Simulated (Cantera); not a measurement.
An adiabatic, constant-volume homogeneous reactor starts with 41.6 % H2, 12.2 % O2, 46.2 % N2, equivalence ratio 1.7, at 950 K and 285 Torr.

Model: the H2/O2 subset of GRI-Mech 3.0, which has no nitrogen chemistry, integrated in Cantera.

Q: Predict: time of steepest temperature rise; temperature at 2.00 s; equilibrium temperature; x(H2) at 2.00 s; x(O2) at 2.00 s; x(OH) at 2.00 s; x(H2O2) at 2.00 s; x(HO2) at 2.00 s; x(H2O) at 2.00 s.

A: 
| Property | Value |
|---|---|
| time of steepest temperature rise | 0.901 ms |
| temperature at 2.00 s | 2774 K |
| equilibrium temperature | 2774 K |
| x(H2) at 2.00 s | 0.183 (gas-phase equilibrium 0.183) |
| x(O2) at 2.00 s | 0.000771 (gas-phase equilibrium 0.000771) |
| x(OH) at 2.00 s | 0.0124 (gas-phase equilibrium 0.0124) |
| x(H2O2) at 2.00 s | 8.55e-8 (gas-phase equilibrium 8.55e-8) |
| x(HO2) at 2.00 s | 6.50e-7 (gas-phase equilibrium 6.50e-7) |
| x(H2O) at 2.00 s | 0.257 (gas-phase equilibrium 0.257) |
